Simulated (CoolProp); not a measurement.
n-pentane at 369.41 K and 0.349 MPa is compressed adiabatically to 0.804 MPa with isentropic efficiency 0.75. Each further row changes one setting.

Model: reference Helmholtz-energy equation of state, Thol 2019, in CoolProp.

```json
[
 {"case": "as stated", "work (kJ/kg)": "?", "final temperature (K)": "?", "final density (kg/m³)": "21.1"},
 {"case": "efficiency 1", "work (kJ/kg)": "?", "final temperature (K)": "?", "final density (kg/m³)": "?"},
 {"case": "efficiency 0.65", "work (kJ/kg)": "?", "final temperature (K)": "400.0", "final density (kg/m³)": "?"}
]
```

Question: Complete the blanks.

Answer: 
- as stated, work (kJ/kg): 42.6
- as stated, final temperature (K): 397.2
- efficiency 1, work (kJ/kg): 32.0
- efficiency 1, final temperature (K): 392.6
- efficiency 1, final density (kg/m³): 21.6
- efficiency 0.65, work (kJ/kg): 49.2
- efficiency 0.65, final density (kg/m³): 20.8
